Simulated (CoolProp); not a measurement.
Saturation properties of methane (Tc = 190.6 K, pc = 4.599 MPa, ω = 0.011).

The numbers come from the reference Helmholtz-energy equation of state, Setzmann 1991 in CoolProp.

```csv
T (K),p (MPa),liquid cp (kJ/(kg K)),liquid viscosity (µPa s)
132.3,0.4207,3.689,77.9
136,0.5182,3.744,73.0
139.7,0.6313,3.807,68.5
143.4,0.7614,3.881,64.2
147.2,0.9141,3.971,60.2
150.9,1.083,4.074,56.5
154.6,1.273,4.199,53.0
158.4,1.492,4.357,49.5
162.1,1.730,4.551,46.3
165.8,1.995,4.800,43.1
169.5,2.287,5.133,40.0
```

It boils at 111.7 K under 1 atm.

Viscosity comes from a separate model (Quiñones-Cisneros 2006).
